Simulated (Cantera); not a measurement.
Input: 1 mol Si2H6, 0.062 mol O3, at 0.160 bar.

Method: chemical equilibrium by Gibbs-energy minimisation in Cantera with the NASA 1993 tables (ideal gas, pure condensed phases). Candidate condensed phases: H2O, Si, SiO2; 18 gas species. The feed counts by its element totals alone. Mutual solubility and eutectic melting of coexisting phases are not modelled. The tables hold silica as quartz up to 1696 K and as liquid above; real silica turns to tridymite and cristobalite and melts near 1996 K. Gases not in the tables: Si2H6 and higher silanes. Rates play no part.

Q: Which condensed phases are stable at each of these points (T (K)): 723, 823, 923, 1023, 1123, 1223, 1323, 1423, 1523, 1623, 1723, 1823?

A: 
```json
[
 {"T (K)": "723", "condensed phases": "Si(s) + SiO2(α-quartz)", "Si condensed (%)": "100.0"},
 {"T (K)": "823", "condensed phases": "Si(s) + SiO2(α-quartz)", "Si condensed (%)": "100.0"},
 {"T (K)": "923", "condensed phases": "Si(s) + SiO2(β-quartz)", "Si condensed (%)": "100.0"},
 {"T (K)": "1023", "condensed phases": "Si(s) + SiO2(β-quartz)", "Si condensed (%)": "100.0"},
 {"T (K)": "1123", "condensed phases": "Si(s) + SiO2(β-quartz)", "Si condensed (%)": "100.0"},
 {"T (K)": "1223", "condensed phases": "Si(s) + SiO2(β-quartz)", "Si condensed (%)": "100.0"},
 {"T (K)": "1323", "condensed phases": "Si(s) + SiO2(β-quartz)", "Si condensed (%)": "100.0"},
 {"T (K)": "1423", "condensed phases": "Si(s) + SiO2(β-quartz)", "Si condensed (%)": "99.9"},
 {"T (K)": "1523", "condensed phases": "Si(s) + SiO2(β-quartz)", "Si condensed (%)": "99.3"},
 {"T (K)": "1623", "condensed phases": "Si(s) + SiO2(β-quartz)", "Si condensed (%)": "96.1"},
 {"T (K)": "1723", "condensed phases": "Si(l)", "Si condensed (%)": "90.7"},
 {"T (K)": "1823", "condensed phases": "Si(l)", "Si condensed (%)": "90.7"}
]
```

From 723 K to 823 K the condensed part is Si(s) + SiO2(α-quartz). From 923 K to 1623 K the condensed part is Si(s) + SiO2(β-quartz). From 1723 K to 1823 K the condensed part is Si(l).
